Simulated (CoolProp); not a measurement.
Saturation properties of cyclopentane.

The numbers come from the reference Helmholtz-energy equation of state, Gedanitz 2015 in CoolProp.

| T (K) | p (bar) | vapour density (kg/m³) | liquid cp (kJ/(kg K)) | surface tension (mN/m) | liquid conductivity (mW/(m K)) |
|---|---|---|---|---|---|
| 359.7 | 2.992 | 7.594 | 2.142 | 13.6 | 104 |
| 365.2 | 3.437 | 8.666 | 2.174 | 13.0 | 103 |
| 370.8 | 3.940 | 9.875 | 2.207 | 12.3 | 101 |
| 376.3 | 4.486 | 11.19 | 2.241 | 11.6 | 98.9 |
| 381.8 | 5.087 | 12.64 | 2.275 | 11.0 | 97.1 |
| 387.4 | 5.759 | 14.26 | 2.310 | 10.3 | 95.3 |
| 392.9 | 6.481 | 16.01 | 2.345 | 9.68 | 93.6 |
| 398.4 | 7.268 | 17.93 | 2.381 | 9.07 | 91.9 |
| 403.9 | 8.125 | 20.04 | 2.418 | 8.46 | 90.2 |
| 409.5 | 9.071 | 22.40 | 2.457 | 7.86 | 88.5 |
| 415 | 10.08 | 24.94 | 2.497 | 7.28 | 86.8 |
| 420.5 | 11.16 | 27.72 | 2.538 | 6.71 | 85.2 |

It boils at 322.4 K under 1 atm.

Thermal conductivity comes from a separate model (Vassiliou 2015). Surface tension comes from a separate correlation (Mulero 2014).
